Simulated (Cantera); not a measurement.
Dilute partial oxidation

An isothermal, constant-pressure homogeneous reactor starts with CH3OH : O2 : N2 = 0.0037 : 0.0052 : 1 (molar parts), at 1500 K and 0.920 bar.

Computed with Cantera and GRI-Mech 3.0 (53 species, 325 reactions). GRI-Mech 3.0 was tuned for natural gas; its chemistry of methanol as a main component is partial and can be far from experiment.

```tsv
t (s)	x CH3OH	x O2	x HCN	x H	x OH	x CH2CO	x CH3
0.000400	0.00252	0.00490	1.51e-9	1.29e-5	5.60e-6	3.37e-8	1.83e-6
0.00108	<1e-12	0.00180	8.26e-9	0.00225	0.000331	<1e-12	2.69e-11
0.00290	<1e-12	0.000951	<1e-12	0.00146	0.000246	<1e-12	<1e-12
0.00780	<1e-12	0.000479	<1e-12	0.000555	0.000148	<1e-12	<1e-12
0.0210	<1e-12	0.000200	<1e-12	0.000194	7.93e-5	<1e-12	<1e-12
0.0566	<1e-12	6.29e-5	<1e-12	7.12e-5	3.87e-5	<1e-12	<1e-12
0.152	<1e-12	1.22e-5	<1e-12	2.57e-5	1.58e-5	<1e-12	<1e-12
0.410	<1e-12	1.32e-6	<1e-12	7.92e-6	5.01e-6	<1e-12	<1e-12
1.10	<1e-12	1.18e-7	<1e-12	2.31e-6	1.46e-6	<1e-12	<1e-12
2.97	<1e-12	1.31e-8	1.87e-12	7.72e-7	4.89e-7	<1e-12	<1e-12
8.00	<1e-12	2.84e-9	4.29e-12	3.85e-7	2.44e-7	<1e-12	<1e-12
```
x: mole fraction; the columns are a selection and need not sum to one.

Equilibrium at this temperature and pressure: CH3OH <1e-12, O2 1.97e-9, HCN <1e-12, H 3.27e-7, OH 2.09e-7, CH2CO <1e-12, CH3 <1e-12 (gas phase only).
